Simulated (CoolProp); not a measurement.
Vapour-liquid equilibrium of ethylene (1) + 1-butene (2) at 197.7 K; x and y are mole fractions of (1).

Values from CoolProp's multi-fluid Helmholtz-energy mixture model, Smukala 2000 and Lemmon 2005; pair parameters Bell 2016.

| x | bubble pressure, mixture model (bar) | bubble pressure, Raoult's law (bar) | y, mixture model | y, Raoult's law |
|---|---|---|---|---|
| 0.05 | 0.2341 | 0.2280 | 0.909 | 0.908 |
| 0.2 | 0.8593 | 0.8457 | 0.978 | 0.979 |
| 0.35 | 1.475 | 1.463 | 0.989 | 0.990 |
| 0.5 | 2.086 | 2.081 | 0.994 | 0.995 |
| 0.65 | 2.690 | 2.699 | 0.996 | 0.997 |
| 0.8 | 3.293 | 3.317 | 0.998 | 0.999 |
| 0.95 | 3.918 | 3.934 | 1.000 | 1.000 |

The largest gap from Raoult's law is +2.7 % in bubble pressure, at x = 0.05. No azeotrope shows between x = 0.05 and 0.95.

Pair parameters are fitted to limited data, so mixtures are less certain than the pure fluids. The gap from Raoult's law changes sign with composition, which may be real or a fault of the pair parameters; it wasn't checked against measurements.
